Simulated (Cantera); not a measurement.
# SiCl₄ + NO + H₂ (silicon oxide and oxynitride deposition)

Feed: 1 mol SiCl₄, 1.5 mol NO, 7.5 mol H₂, held at 0.00170 bar.

Cantera equilibrium calculation (NASA polynomials, part measured and part estimated; ideal gas, pure solids and liquids). Candidate condensed phases: H₂O, NH₄Cl, Si, SiO₂, Si₂N₂O, Si₃N₄; 47 gas species. Mutual solubility and eutectic melting of coexisting phases are not modelled. The tables' values for SiCl₃, SiO₂ are old estimates; treat these amounts as uncertain. The tables hold silica as quartz up to 1696 K and as liquid above; real silica turns to tridymite and cristobalite and melts near 1996 K. Rates play no part.

```json
[
 {"T (°C)": "1052", "x H₂": "0.546", "x HCl": "0.396", "x SiO": "0.000138", "x N₂": "0.0581", "x H₂O": "1.27e-5", "x H": "2.93e-5", "x Cl": "1.78e-5", "n SiO₂(β-quartz)": "0.667", "n Si₂N₂O(s)": "0.164", "n SiO₂(condensed)": "0"},
 {"T (°C)": "1127", "x H₂": "0.545", "x HCl": "0.393", "x SiO": "0.00159", "x N₂": "0.0591", "x H₂O": "1.55e-5", "x H": "8.71e-5", "x Cl": "5.16e-5", "n SiO₂(β-quartz)": "0.666", "n Si₂N₂O(s)": "0.153", "n SiO₂(condensed)": "0"},
 {"T (°C)": "1202", "x H₂": "0.539", "x HCl": "0.378", "x SiO": "0.0138", "x N₂": "0.0643", "x H₂O": "1.88e-5", "x H": "0.000231", "x Cl": "0.000131", "n SiO₂(β-quartz)": "0.635", "n Si₂N₂O(s)": "0.0869", "n SiO₂(condensed)": "0"},
 {"T (°C)": "1277", "x H₂": "0.517", "x HCl": "0.368", "x SiO": "0.0411", "x N₂": "0.0701", "x H₂O": "5.13e-5", "x H": "0.000549", "x Cl": "0.000312", "n SiO₂(β-quartz)": "0.530", "n Si₂N₂O(s)": "0", "n SiO₂(condensed)": "0"},
 {"T (°C)": "1352", "x H₂": "0.511", "x HCl": "0.370", "x SiO": "0.0461", "x N₂": "0.0697", "x H₂O": "0.000312", "x H": "0.00122", "x Cl": "0.000698", "n SiO₂(β-quartz)": "0.500", "n Si₂N₂O(s)": "0", "n SiO₂(condensed)": "0"},
 {"T (°C)": "1427", "x H₂": "0.508", "x HCl": "0.369", "x SiO": "0.0480", "x N₂": "0.0695", "x H₂O": "0.00172", "x H": "0.00255", "x Cl": "0.00144", "n SiO₂(β-quartz)": "0", "n Si₂N₂O(s)": "0", "n SiO₂(condensed)": "0.482"},
 {"T (°C)": "1502", "x H₂": "0.497", "x HCl": "0.365", "x SiO": "0.0533", "x N₂": "0.0690", "x H₂O": "0.00734", "x H": "0.00495", "x Cl": "0.00279", "n SiO₂(β-quartz)": "0", "n Si₂N₂O(s)": "0", "n SiO₂(condensed)": "0.420"},
 {"T (°C)": "1577", "x H₂": "0.471", "x HCl": "0.356", "x SiO": "0.0682", "x N₂": "0.0677", "x H₂O": "0.0230", "x H": "0.00897", "x Cl": "0.00514", "n SiO₂(β-quartz)": "0", "n Si₂N₂O(s)": "0", "n SiO₂(condensed)": "0.244"},
 {"T (°C)": "1652", "x H₂": "0.436", "x HCl": "0.342", "x SiO": "0.0878", "x N₂": "0.0658", "x H₂O": "0.0437", "x H": "0.0153", "x Cl": "0.00904", "n SiO₂(β-quartz)": "0", "n Si₂N₂O(s)": "0", "n SiO₂(condensed)": "0"},
 {"T (°C)": "1727", "x H₂": "0.430", "x HCl": "0.333", "x SiO": "0.0870", "x N₂": "0.0653", "x H₂O": "0.0432", "x H": "0.0259", "x Cl": "0.0149", "n SiO₂(β-quartz)": "0", "n Si₂N₂O(s)": "0", "n SiO₂(condensed)": "0"},
 {"T (°C)": "1802", "x H₂": "0.421", "x HCl": "0.320", "x SiO": "0.0859", "x N₂": "0.0645", "x H₂O": "0.0424", "x H": "0.0419", "x Cl": "0.0235", "n SiO₂(β-quartz)": "0", "n Si₂N₂O(s)": "0", "n SiO₂(condensed)": "0"}
]
```
x: gas mole fraction; n: condensed amount in mol.

From 1052 °C to 1202 °C the condensed part is SiO₂(β-quartz) + Si₂N₂O(s). From 1277 °C to 1352 °C the condensed part is SiO₂(β-quartz). From 1427 °C to 1577 °C the condensed part is SiO₂(condensed). From 1652 °C to 1802 °C nothing is condensed. The main Si-bearing gas is SiCl₂ at 1052 °C and SiO at 1802 °C.
